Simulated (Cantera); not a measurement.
Cantera run, input and output.

```python
import numpy as np
import cantera as ct

gas = ct.Solution("gri30.yaml")
gas.TPX = 575, 13332, {'CH4': 1, 'O2': 1.67, 'N2': 6.83}
flame = ct.FreeFlame(gas, width=0.16)
flame.set_refine_criteria(ratio=3, slope=0.08, curve=0.16)
flame.transport_model = "mixture-averaged"
flame.solve(loglevel=0, auto=True)
z, T = flame.grid, flame.T
thick = (T[-1] - T[0]) / np.gradient(T, z).max()
show = ['CH4', 'O2', 'C2H2', 'NO2', 'CO', 'C2H4']
print(f"laminar burning velocity  {flame.velocity[0] * 100:.3f} cm/s")
print(f"burnt temperature         {T[-1]:.1f} K")
print(f"thermal thickness         {thick * 1e3:.4f} mm")
print(f"grid points               {len(z)}")
z0 = z[flame.heat_release_rate.argmax()]
print(f"{'z/mm':>9s}{'T/K':>9s}{'u/(m/s)':>9s}" + "".join(f"{s:>11s}" for s in show))
rows = []
for k in (-3, -2, -1.5, -1, -0.5, -0.25, 0, 0.25, 0.5, 1, 2, 4, 8):
    zz = z0 + k * thick
    rows.append([k * thick, np.interp(zz, z, T), np.interp(zz, z, flame.velocity),
                 *(np.interp(zz, z, flame.X[gas.species_index(s)]) for s in show)])
    print(f"{rows[-1][0] * 1e3:9.3f}{rows[-1][1]:9.1f}{rows[-1][2]:9.3f}" + "".join(f"{x:11.3e}" for x in rows[-1][3:]))
```

It prints:

```
laminar burning velocity  144.165 cm/s
burnt temperature         2219.5 K
thermal thickness         2.1694 mm
grid points               164
     z/mm      T/K  u/(m/s)        CH4         O2       C2H2        NO2         CO       C2H4
   -6.508    575.1    1.443  1.051e-01  1.756e-01  8.755e-10  8.689e-12  1.015e-06  4.059e-09
   -4.339    576.3    1.450  1.047e-01  1.750e-01  2.655e-08  2.150e-10  2.186e-05  1.281e-07
   -3.254    582.6    1.472  1.038e-01  1.740e-01  2.351e-07  1.234e-09  1.495e-04  1.165e-06
   -2.169    639.8    1.631  9.914e-02  1.694e-01  4.007e-06  4.088e-09  1.671e-03  2.034e-05
   -1.085   1009.6    2.627  7.125e-02  1.395e-01  6.410e-05  4.297e-09  1.655e-02  3.125e-04
   -0.542   1396.7    3.688  3.896e-02  9.918e-02  2.073e-04  6.045e-09  3.838e-02  7.498e-04
    0.000   1751.5    4.678  1.058e-02  5.356e-02  3.857e-04  2.918e-09  6.132e-02  5.191e-04
    0.542   1913.0    5.125  1.212e-03  2.524e-02  1.491e-04  5.739e-10  6.709e-02  5.589e-05
    1.085   1950.3    5.217  7.701e-05  1.380e-02  1.542e-05  3.294e-10  6.172e-02  1.621e-06
    2.169   1966.9    5.241  2.427e-07  8.320e-03  7.116e-08  3.627e-10  5.287e-02  7.883e-10
    4.339   1980.2    5.262  4.244e-11  7.026e-03  2.151e-11  3.851e-10  4.804e-02  1.889e-14
    8.678   1997.2    5.298  1.191e-15  6.490e-03  1.025e-15  4.280e-10  4.702e-02  1.351e-19
   17.355   2023.9    5.359  1.504e-16  5.819e-03  7.636e-21  5.229e-10  4.681e-02  1.995e-25
```

Computed with Cantera and GRI-Mech 3.0 (53 species, 325 reactions). Burning velocities carry a grid error of a few per cent, more on coarse grids.
